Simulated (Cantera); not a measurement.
Input: 1 mol SiO2, 0.38 mol C, 1.3 mol CO, at 825 K and 0.100 bar.

Equilibrium computed with Cantera from the NASA thermochemical tables; the gas is ideal and each condensed phase is pure. Candidate condensed phases: C, Si, SiC, SiO2; 20 gas species. Kinetics and transport are ignored.

Base state: CO2 0.627, CO 0.373 (mole fractions); condensed: C(graphite) + SiO2(α-quartz).

Question: What changes in the equilibrium state with this change: temperature from 825 K to 1725 K?

Answer: 
```
species               before    after
--------------------  ------  -------
CO                     0.373    0.961
SiO                    <1e-9   0.0389
CO2                    0.627  3.33e-5
C(graphite), mol       0.881        0
SiO2(α-quartz), mol     1.00        0
SiC(s), mol                0    0.105
SiO2(condensed), mol       0    0.831
```
Mutual solubility and eutectic melting of coexisting phases are not modelled. The tables hold silica as quartz up to 1696 K and as liquid above; real silica turns to tridymite and cristobalite and melts near 1996 K.

Question: What changes in the equilibrium state with this change: temperature from 825 K to 1950 K?

Answer: 
| species | before | after |
|---|---|---|
| CO | 0.373 | 0.815 |
| SiO | <1e-9 | 0.185 |
| CO2 | 0.627 | 0.000324 |
| C(graphite), mol | 0.881 | 0 |
| SiO2(α-quartz), mol | 1.00 | 0 |
| SiO2(condensed), mol | 0 | 0.619 |
The tables hold silica as quartz up to 1696 K and as liquid above; real silica turns to tridymite and cristobalite and melts near 1996 K.
